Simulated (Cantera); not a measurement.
A Cantera script and its output.

```python
import numpy as np
import cantera as ct

gas = ct.Solution("gri30.yaml")
gas.TPX = 700, 101325, {'C3H8': 1, 'O2': 4.55, 'N2': 17.1, 'H2O': 0.5}
flame = ct.FreeFlame(gas, width=0.04)
flame.set_refine_criteria(ratio=3, slope=0.08, curve=0.16)
flame.transport_model = "unity-Lewis-number"
flame.solve(loglevel=0, auto=True)
z, T = flame.grid, flame.T
thick = (T[-1] - T[0]) / np.gradient(T, z).max()
show = ['C3H8', 'O2', 'H2O', 'H2', 'CH2CO', 'N2O']
print(f"laminar burning velocity  {flame.velocity[0] * 100:.3f} cm/s")
print(f"burnt temperature         {T[-1]:.1f} K")
print(f"thermal thickness         {thick * 1e3:.4f} mm")
print(f"grid points               {len(z)}")
z0 = z[flame.heat_release_rate.argmax()]
print(f"{'z/mm':>9s}{'T/K':>9s}{'u/(m/s)':>9s}" + "".join(f"{s:>11s}" for s in show))
rows = []
for k in (-3, -2, -1.5, -1, -0.5, -0.25, 0, 0.25, 0.5, 1, 2, 4, 8):
    zz = z0 + k * thick
    rows.append([k * thick, np.interp(zz, z, T), np.interp(zz, z, flame.velocity),
                 *(np.interp(zz, z, flame.X[gas.species_index(s)]) for s in show)])
    print(f"{rows[-1][0] * 1e3:9.3f}{rows[-1][1]:9.1f}{rows[-1][2]:9.3f}" + "".join(f"{x:11.3e}" for x in rows[-1][3:]))
```

Output:

```
laminar burning velocity  137.358 cm/s
burnt temperature         2440.9 K
thermal thickness         0.3040 mm
grid points               138
     z/mm      T/K  u/(m/s)       C3H8         O2        H2O         H2      CH2CO        N2O
   -0.912    700.3    1.374  4.318e-02  1.965e-01  2.163e-02  9.313e-06  4.030e-07  1.228e-11
   -0.608    703.6    1.381  4.303e-02  1.961e-01  2.194e-02  1.105e-04  4.781e-06  1.457e-10
   -0.456    712.6    1.400  4.259e-02  1.949e-01  2.282e-02  3.923e-04  1.697e-05  5.173e-10
   -0.304    764.2    1.508  4.009e-02  1.883e-01  2.782e-02  2.005e-03  8.677e-05  2.642e-09
   -0.152   1071.8    2.177  2.511e-02  1.484e-01  5.807e-02  1.178e-02  5.134e-04  1.549e-08
   -0.076   1441.7    3.033  8.630e-03  1.002e-01  9.419e-02  2.305e-02  9.813e-04  3.124e-08
    0.000   1834.0    3.973  2.621e-04  5.019e-02  1.296e-01  2.785e-02  6.894e-04  5.175e-08
    0.076   1989.7    4.330  2.618e-07  2.717e-02  1.414e-01  2.193e-02  9.472e-05  7.197e-08
    0.152   2034.0    4.418  8.894e-11  2.084e-02  1.420e-01  2.051e-02  5.390e-06  8.162e-08
    0.304   2087.9    4.517  2.355e-16  1.731e-02  1.422e-01  2.094e-02  1.772e-08  8.234e-08
    0.608   2158.9    4.645  1.466e-22  1.472e-02  1.459e-01  1.992e-02  4.227e-12  8.353e-08
    1.216   2241.6    4.792  1.202e-31  1.199e-02  1.515e-01  1.770e-02  3.595e-17  8.950e-08
    2.432   2323.9    4.935 -2.076e-40  9.007e-03  1.573e-01  1.525e-02  9.462e-18  9.958e-08
```

Computed with Cantera and GRI-Mech 3.0 (53 species, 325 reactions). GRI-Mech 3.0 was tuned for natural gas; its chemistry of propane as a main component is partial and can be far from experiment. Unity Lewis numbers drop preferential diffusion, which matters most where H2 and H carry the flame. Burning velocities carry a grid error of a few per cent, more on coarse grids.
